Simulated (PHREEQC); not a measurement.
A made-up water analysis in mmol/kgw, 85 °C, pH 6.01: Na 349; K 32.1; Ca 5.14; Mg 41.1; Cl 446; S(6) 22; Alkalinity (meq/kgw) 2.19e-05; Li 2.75; Br 0.138.

Cl is adjusted to close the charge balance.
Valence states are taken as typed.

Equilibrium calculation in PHREEQC: Pitzer model, pitzer.dat.

This is a speciation only: nothing precipitates in the calculation.

Task: Predict the activity of water.

Result: activity of water 0.986.

Task: In which forms is C present?

Result: CO2 54 %, HCO3- 46 % of the C.

Species that the database lacks are ignored. At this temperature some constants are extrapolated from 25 °C, and those without enthalpy data are left unchanged.
